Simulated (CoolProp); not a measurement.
The numbers come from the reference Helmholtz-energy equation of state, Thol 2022 in CoolProp.

Problem. For vinyl chloride, give the phase and the density (kg/m³), speed of sound (m/s) at 170.3 K and 0.308 MPa.

Solution. 
- 170.3 K and 0.308 MPa: liquid; density 1130, speed of sound 1500
